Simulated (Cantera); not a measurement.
An isothermal plug-flow reactor at 700 K and 1.01 bar (inlet), inlet velocity 0.58 m/s, active area per volume 170 1/m; feed 1.19 % CO, 3.57 % O₂, 94.1 % N₂, 1.18 % H₂O.

Detailed kinetics in Cantera: Deutschmann's 1995 Pt surface mechanism with GRI-Mech 3.0 gas chemistry. Catalytic surfaces can have several steady states; this one follows from the mechanism file's or the stated starting coverage. Mass transfer to the wall is taken as infinitely fast.

x: gas mole fraction; θ: surface coverage.

```
z (m)          x CO    x O₂   x H₂O       x CO₂   θ free Pt     θ O*     θ OH*       θ CO*
-------  ----------  ------  ------  ----------  ----------  -------  --------  ----------
0.00077      0.0116  0.0356  0.0118    0.000298      0.0460  0.00621  0.000361       0.947
0.0017       0.0112  0.0354  0.0118    0.000669      0.0468  0.00642  0.000370       0.946
0.0036       0.0104  0.0350  0.0118  (withheld)      0.0489  0.00693  0.000393       0.944
0.0077      0.00847  0.0341  0.0118     0.00346      0.0553  0.00872  0.000469       0.935
0.017       0.00138  0.0306  0.0118      0.0106      0.0253    0.970   0.00335     0.00121
0.036      0.000727  0.0303  0.0119      0.0112      0.0168    0.980   0.00275    0.000281
0.077    (withheld)  0.0301  0.0119      0.0117  (withheld)    0.983   0.00256  (withheld)
```

**Question.** Fill in the missing entries.

**Answer.** 
- 0.0036, x CO₂: 0.00147
- 0.077, x CO: 0.000304
- 0.077, θ free Pt: 0.0145
- 0.077, θ CO*: 8.73e-5
